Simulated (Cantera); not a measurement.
A perfectly stirred reactor is fed with H₂ : O₂ : N₂ = 1 : 0.357 : 1.34 (molar parts), equivalence ratio 1.4, at 2.40 bar; it is adiabatic with a 400 K inlet, and is followed from long to short residence time, starting on the burning branch (τ in s: 0.08, 0.034, 0.014, 0.0061, 0.0026, 0.0011, 0.00047, 0.0002, 8.4e-05, 3.6e-05, 1.5e-05, 6.4e-06).

Detailed kinetics in Cantera: the H2/O2 subset of GRI-Mech 3.0, which has no nitrogen chemistry. The hydrogen kinetics of GRI-Mech 3.0 are dated; newer H2 mechanisms differ, most at raised pressure.

Question: What does this change do: H2 1 to 1.3 parts?

Answer: 
| quantity | before | after |
|---|---|---|
| blow-out, bracketed by the residence times tried | burning at 6.40 µs, the shortest tried | burning at 6.40 µs, the shortest tried |
| x(H₂) at τ = 80.0 ms | 0.121 | 0.221 |
| x(O₂) at τ = 80.0 ms | 4.19e-5 | 1.76e-5 |
| x(HO₂) at τ = 80.0 ms | 3.59e-8 | 9.41e-9 |
| x(H₂O) at τ = 80.0 ms | 0.303 | 0.270 |
| x(O) at τ = 80.0 ms | 2.94e-5 | 3.52e-6 |
| x(H₂) at τ = 0.470 ms | 0.118 | 0.211 |
| x(O₂) at τ = 0.470 ms | 0.00115 | 0.000490 |
| x(HO₂) at τ = 0.470 ms | 1.57e-6 | 7.10e-7 |
| x(H₂O) at τ = 0.470 ms | 0.291 | 0.263 |
| x(O) at τ = 0.470 ms | 0.000708 | 0.000218 |
